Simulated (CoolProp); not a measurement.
Saturation properties of n-octane.

The numbers come from the reference Helmholtz-energy equation of state, Beckmüller 2019 in CoolProp.

| T (K) | p (MPa) | enthalpy of vaporisation (kJ/kg) | liquid viscosity (µPa s) | vapour viscosity (µPa s) |
|---|---|---|---|---|
| 272.8 | [?] | 378.3 | 718 | 5.26 |
| 277 | 0.0005088 | 375.8 | 675 | 5.34 |
| 281.1 | 0.0006674 | 373.4 | 637 | 5.41 |
| 285.3 | 0.0008727 | 371.0 | 602 | 5.49 |
| 289.5 | 0.001130 | 368.5 | 569 | 5.57 |
| 293.6 | 0.001443 | 366.1 | 540 | 5.64 |
| 297.8 | 0.001837 | 363.6 | 513 | 5.72 |
| 301.9 | 0.002307 | 361.2 | 489 | 5.80 |
| 306.1 | 0.002891 | 358.8 | 465 | [?] |
| 310.3 | 0.003596 | 356.3 | 444 | 5.95 |
| 314.4 | 0.004419 | 353.9 | 424 | 6.02 |
| 318.6 | 0.005422 | 351.5 | 406 | [?] |
| 322.7 | 0.006579 | 349.1 | 389 | 6.18 |
| 326.9 | 0.007972 | 346.6 | 372 | 6.25 |
| 331.1 | 0.009601 | 344.1 | 357 | 6.33 |

Task: What belongs in the gaps?

Result: 
- 272.8, p (MPa): 0.0003814
- 306.1, vapour viscosity (µPa s): 5.87
- 318.6, vapour viscosity (µPa s): 6.10

It boils at 398.8 K under 1 atm.

Viscosity comes from a separate model (Huber 2004).
